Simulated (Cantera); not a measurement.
# Iron carbonyl, mercury and lead vapours: HgO + H2

A closed system holds: 1 mol HgO, 0.12 mol H2, equilibrated at 1.00 bar.

Method: chemical equilibrium by Gibbs-energy minimisation in Cantera with the NASA 1993 tables (ideal gas, pure condensed phases). Candidate condensed phases: H2O, Hg, HgO; 10 gas species. The numbers say what is thermodynamically allowed, not how fast it happens.

At 698 K the condensed part is HgO(s). From 748 K to 1248 K nothing is condensed. The main Hg-bearing gas is Hg throughout.

| T (K) | x Hg | x H2O | x O2 | x OH | x O | x HO2 | n HgO(s) |
|---|---|---|---|---|---|---|---|
| 698 | 0.554 | 0.339 | 0.107 | 3.86e-11 | <1e-12 | 1.03e-12 | 0.804 |
| 748 | 0.641 | 0.0769 | 0.282 | 1.51e-10 | <1e-12 | 4.68e-12 | 0 |
| 798 | 0.641 | 0.0769 | 0.282 | 7.75e-10 | <1e-12 | 1.79e-11 | 0 |
| 848 | 0.641 | 0.0769 | 0.282 | 3.28e-9 | <1e-12 | 5.82e-11 | 0 |
| 898 | 0.641 | 0.0769 | 0.282 | 1.18e-8 | 2.65e-12 | 1.66e-10 | 0 |
| 948 | 0.641 | 0.0769 | 0.282 | 3.72e-8 | 1.58e-11 | 4.25e-10 | 0 |
| 998 | 0.641 | 0.0769 | 0.282 | 1.04e-7 | 7.86e-11 | 9.90e-10 | 0 |
| 1048 | 0.641 | 0.0769 | 0.282 | 2.66e-7 | 3.36e-10 | 2.13e-9 | 0 |
| 1098 | 0.641 | 0.0769 | 0.282 | 6.21e-7 | 1.26e-9 | 4.26e-9 | 0 |
| 1148 | 0.641 | 0.0769 | 0.282 | 1.35e-6 | 4.22e-9 | 8.04e-9 | 0 |
| 1198 | 0.641 | 0.0769 | 0.282 | 2.75e-6 | 1.28e-8 | 1.44e-8 | 0 |
| 1248 | 0.641 | 0.0769 | 0.282 | 5.29e-6 | 3.54e-8 | 2.46e-8 | 0 |
x: gas mole fraction; n: condensed amount in mol.
